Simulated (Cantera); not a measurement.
# V + NH₃ + H₂ (tantalum, niobium, vanadium and zirconium in process gases)

A closed system holds: 1 mol V, 7.3 mol NH₃, 33 mol H₂, held at 2377 °C and 46000 Pa.

Method: chemical equilibrium by Gibbs-energy minimisation in Cantera with the NASA 1993 tables (ideal gas, pure condensed phases). Candidate condensed phases: V, VN; 11 gas species. Condensed phases not in the tables: V₂N, N, O or C dissolved in the metal. The numbers say what is thermodynamically allowed, not how fast it happens.

```
Item            Value
----------  ---------
x(H₂)           0.856
x(N₂)          0.0738
x(H)           0.0639
x(V)          0.00619
x(VN)         1.80e-6
n(V(l))     0.694 mol
gas amount  49.49 mol
```
